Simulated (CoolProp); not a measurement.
Vapour-liquid equilibrium of n-hexane (1) + n-decane (2) at 362.7 K; x and y are mole fractions of (1).

Computed with CoolProp (multi-fluid Helmholtz-energy mixture model, Thol 2019 and Lemmon 2006; pair parameters Kunz 2012).

```csv
x,bubble pressure (bar),y at the bubble point,dew pressure at overall composition x (bar),liquid density (mol/L)
0.05,0.1422,0.581,0.06535,4.825
0.125,0.2645,0.790,0.07076,4.944
0.2,0.3897,0.868,0.07714,5.069
0.275,0.5178,0.909,0.08479,5.200
0.35,0.6488,0.934,0.09412,5.338
0.425,0.7825,0.951,0.1057,5.483
0.5,0.9187,0.963,0.1206,5.636
0.575,1.057,0.973,0.1404,5.796
0.65,1.197,0.980,0.1679,5.965
0.725,1.338,0.986,0.2088,6.142
0.8,1.481,0.991,0.2760,6.329
0.875,1.625,0.995,0.4067,6.524
0.95,1.769,0.998,0.7712,6.729
```

No azeotrope shows between x = 0.05 and 0.95.

The pair parameters rest on a limited set of measurements; away from them the model extrapolates.
